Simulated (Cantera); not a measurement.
## Hydrocarbon pyrolysis for carbon deposition

A perfectly stirred reactor is fed with C2H4 : H2 = 1 : 7.1 (molar parts), at 1330 Pa; it is held at 1875 K, and followed from long to short residence time.

Computed with Cantera and GRI-Mech 3.0 (53 species, 325 reactions). GRI-Mech 3.0 was tuned for natural gas; its chemistry of ethylene as a main component is partial and can be far from experiment. GRI-Mech 3.0 stops at C3 and has no aromatics, soot or wall deposition, so with more carbon than oxygen in the feed, carbon stays in small species such as C2H2 where larger ones or solid carbon would form. Radical loss at walls, strong at low pressure, is not modelled.

```csv
τ (s),x C2H4,x H2,x C2H,x CH3,x CH2,x H,x C2H6
0.32,0.000768,0.889,1.49e-6,1.26e-6,4.74e-9,0.00102,1.63e-9
0.095,0.00415,0.889,6.34e-7,3.86e-7,7.34e-9,0.000448,5.55e-9
0.029,0.0161,0.888,3.09e-7,1.58e-7,1.50e-8,0.000242,1.47e-8
0.0087,0.0453,0.885,1.46e-7,9.74e-8,2.70e-8,0.000156,3.14e-8
0.0026,0.0846,0.881,4.45e-8,6.92e-8,3.07e-8,9.57e-5,4.35e-8
0.00079,0.110,0.878,6.70e-9,3.62e-8,1.64e-8,4.11e-5,3.54e-8
0.00024,0.119,0.877,6.76e-10,1.40e-8,5.09e-9,1.34e-5,2.09e-8
```
x: mole fraction; the columns are a selection and need not sum to one.
